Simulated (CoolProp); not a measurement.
Ethane along the isotherm 202.3 K: density (kg/m³) from the reference equation and from simpler models built on Tc = 305.3 K, pc = 4872 kPa, ω = 0.099; each cubic takes its own stable root.

Values from CoolProp's reference Helmholtz-energy equation of state, Bücker 2006.

| p (kPa) | phase | reference |
|---|---|---|
| 203 | gas | 3.828 |
| 406 | liquid | 521.1 |
| 609 | liquid | 521.4 |
| 812 | liquid | 521.6 |
| 1020 | liquid | 521.9 |
| 1220 | liquid | 522.1 |
| 1420 | liquid | 522.4 |
| 1620 | liquid | 522.6 |
| 1830 | liquid | 522.9 |
| 2030 | liquid | 523.1 |
| 2230 | liquid | 523.4 |
| 2440 | liquid | 523.6 |

How far does each simpler model (Redlich-Kwong, Soave-Redlich-Kwong) lie from the reference over these 12 states: mean and median of the absolute difference, and the worst?


- Redlich-Kwong: mean 4.3 %, median 4.6 %, worst -4.8 % at 202.3 K and 406 kPa
- Soave-Redlich-Kwong: mean 3.7 %, median 4.0 %, worst -4.1 % at 202.3 K and 406 kPa
